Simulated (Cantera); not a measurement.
Input (Python, Cantera) and output of one run.

```python
import numpy as np
import cantera as ct

gas_names = """
    CL CLO CL2 H HCL HNO HNO2 HNO3 HOCL HO2 H2 H2O H2O2 N NH NH2 NH3 NH2OH NO NO2 NO3 N2 N2H2 N2H4 N2O O
    OH O2 O3 Si SiCL SiCL2 SiCL3 SiCL4 SiH SiHCL3 SiH2 SiH2CL2 SiH3 SiH3CL SiH4 SiN SiO SiO2 Si2 Si2N
    Si3
""".split()
cond_names = """
    H2O(s) H2O(L) NH4CL(a) NH4CL(b) Si(cr) Si(L) SiO2(Lqz) SiO2(hqz) SiO2(L) Si2N2O(s) Si3N4(a)
""".split()


def load(file, names, dense=False):
    # The tables refer to 1 bar. Condensed volumes are neglected.
    table = {s.name: s for s in ct.Species.list_from_file(file)}
    out = []
    for n in names:
        d = dict(table[n].input_data)
        d["thermo"] = dict(d["thermo"], **{"reference-pressure": 1e5})
        if dense:
            d["equation-of-state"] = {"model": "constant-volume", "density": "1e6 g/cm^3"}
        out.append(ct.Species.from_dict(d))
    return out


gas = ct.Solution(thermo="ideal-gas", species=load("nasa_gas.yaml", gas_names))
cond = {s.name: ct.Solution(thermo="fixed-stoichiometry", species=[s], name=s.name)
        for s in load("nasa_condensed.yaml", cond_names, dense=True)}
atoms = {
    'SiCl4': {'Si': 1, 'CL': 4},
    'H2O': {'H': 2, 'O': 1},
    'N2': {'N': 2},
}
top_T = {'Si2N2O(s)': 2100, 'Si3N4(a)': 2400}  # K; cautious upper limits of use, not melting points


def equilibrate(T, P, feed):
    n = {}
    for name, mol in feed.items():
        for a, k in atoms[name].items():
            n[a] = n.get(a, 0.0) + k * mol
    gas.TPX = T, P, n
    mass = sum(n.values()) * gas.mean_molecular_weight
    gas.equilibrate("TP")
    valid = [c for c in cond.values() if c.min_temp <= T <= top_T.get(c.name, c.max_temp)]
    mix = ct.Mixture([(gas, mass / gas.mean_molecular_weight)] + [(c, 0.0) for c in valid])
    mix.T, mix.P = T, P
    mix.equilibrate("TP", solver="vcs", rtol=1e-11, max_steps=5000)
    return mix


results = []
feed = {'SiCl4': 1, 'H2O': 11, 'N2': 63}  # mol
P = 1200  # Pa
for T in [600, 700, 800, 900, 1000, 1100, 1200]:
    mix = equilibrate(T, P, feed)
    results.append((T, P, feed, dict(zip(mix.species_names, mix.species_moles))))

top = {s: max(r[3][s] / sum(r[3][g] for g in gas_names) for r in results) for s in gas_names}
cols = sorted((s for s in top if top[s] > 0.001), key=lambda s: -top[s])[:7]
seen = [c for c in cond_names if any(r[3].get(c, 0) > 1e-12 for r in results)]
print("log10 of partial pressures in bar; condensed amounts in mol")
print(f"{'T/K':>10s}" + "".join(f"{s[:9]:>10s}" for s in cols + seen))
for T, P, feed, n in results:
    ng = sum(n[g] for g in gas_names)
    print(f"{T:10.4g}" + "".join(f"{np.log10(max(n[s] / ng * P / 1e5, 1e-99)):10.3f}" for s in cols)
          + "".join(f"{n.get(c, 0):10.4g}" for c in seen))
```

It prints:

```
log10 of partial pressures in bar; condensed amounts in mol
       T/K        N2       H2O       HCL SiO2(Lqz) SiO2(hqz)
       600    -2.002    -2.847    -3.200         1         0
       700    -2.002    -2.847    -3.200         1         0
       800    -2.002    -2.847    -3.200         1         0
       900    -2.002    -2.847    -3.200         0         1
      1000    -2.002    -2.847    -3.200         0         1
      1100    -2.002    -2.847    -3.200         0         1
      1200    -2.002    -2.847    -3.200         0         1
```

Cantera equilibrium calculation (NASA polynomials, part measured and part estimated; ideal gas, pure solids and liquids). The tables hold silica as quartz up to 1696 K and as liquid above; real silica turns to tridymite and cristobalite and melts near 1996 K.
